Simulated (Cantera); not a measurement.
Feed: 1 mol NF3, 1 mol H2O, 2.7 mol H2, at 877 °C and 10.0 Pa.

These are equilibrium values from Cantera (NASA tables, ideal gas, pure condensed phases), not measurements of a reactor. Candidate condensed phases: H2O; 40 gas species. The numbers say what is thermodynamically allowed, not how fast it happens.

Base state: HF 0.526, H2 0.211, H2O 0.175, N2 0.0877 (mole fractions); condensed: gas only.

What changes in the equilibrium state with this change: temperature from 877 °C to 2977 °C?


```json
[
 {"species": "H", "before": "3.42e-6", "after": "0.615"},
 {"species": "F", "before": "<1e-9", "after": "0.241"},
 {"species": "O", "before": "<1e-9", "after": "0.0851"},
 {"species": "HF", "before": "0.526", "after": "0.0153"},
 {"species": "H2O", "before": "0.175", "after": "1.28e-7"},
 {"species": "H2", "before": "0.211", "after": "0.000367"},
 {"species": "N2", "before": "0.0877", "after": "0.0420"},
 {"species": "N", "before": "<1e-9", "after": "0.00126"},
 {"species": "NO", "before": "<1e-9", "after": "0.000108"},
 {"species": "O2", "before": "<1e-9", "after": "1.16e-5"}
]
```
